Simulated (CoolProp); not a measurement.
Model: reference Helmholtz-energy equation of state, Bücker 2006, in CoolProp.

Task: For isobutane, give the phase and the cp (kJ/(kg K)), cv (kJ/(kg K)), Prandtl number at 439.9 K and 0.131 MPa; 439.9 K and 0.676 MPa; 439.9 K and 7.97 MPa.

Result: 
- 439.9 K and 0.131 MPa: gas; cp 2.33, cv 2.18, Prandtl number 0.736
- 439.9 K and 0.676 MPa: gas; cp 2.37, cv 2.19, Prandtl number 0.747
- 439.9 K and 7.97 MPa: supercritical; cp 3.80, cv 2.33, Prandtl number 2.55

Viscosity comes from a separate model (Vogel 2000). Thermal conductivity comes from a separate model (Perkins 2002).
